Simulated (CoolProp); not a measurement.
Properties of ethylbenzene along the isobar 0.101 MPa.

Computed with CoolProp (reference Helmholtz-energy equation of state, Zhou 2012).

```
T (°C)   phase  isothermal compressibility (1/MPa)  fugacity coefficient
------  ------  ----------------------------------  --------------------
95.05   liquid                                 ___                0.2826
106.15  liquid                            0.001628                0.4066
117.35  liquid                            0.001796                0.5717
128.45  liquid                            0.001987                0.7825
139.55     gas                               10.36                   ___
150.75     gas                               10.31                0.9630
161.85     gas                               10.27                0.9663
173.05     gas                               10.24                0.9693
184.15     gas                                 ___                   ___
195.35     gas                               10.18                0.9743
```

**Question.** Some entries are withheld; supply them.

**Answer.** 
- 95.05, isothermal compressibility (1/MPa): 0.001482
- 139.55, fugacity coefficient: 0.9591
- 184.15, isothermal compressibility (1/MPa): 10.20
- 184.15, fugacity coefficient: 0.9720
